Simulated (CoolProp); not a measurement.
The fluid at 231 K and 0.663 MPa flows at 2.7 m/s in a round tube of 10 mm bore and 0.25 µm roughness, fully developed (64/Re and Nu = 3.66 if laminar; Colebrook and Gnielinski if turbulent). The same conditions are run with several fluids, on thermodynamics alone (safety and materials aside).

Computed with CoolProp (reference Helmholtz-energy equation of state of each fluid (n-octane: Beckmüller 2019; R404A: Lemmon 2003; n-hexane: Thol 2019; R141b: Lemmon 2006; methanol: de Reuck 1993)). Blends and air are pseudo-pure fits.

| fluid | Reynolds number | Darcy friction factor | pressure drop (Pa/m) | heat-transfer coefficient (W/(m² K)) | mass flow (kg/h) |
|---|---|---|---|---|---|
| n-octane | 13000 | 0.0289 | 7920 | 2230 | 574 |
| R404A | 112000 | 0.0177 | 8360 | 4870 | 989 |
| n-hexane | 28800 | 0.0238 | 6190 | 3310 | 545 |
| R141b | 35000 | 0.0227 | 11300 | 3130 | 1040 |
| methanol | 12200 | 0.0293 | 9090 | 2970 | 649 |

Transport values come from each fluid's own correlations; those of R141b are estimates that may be off by 10 % or more.
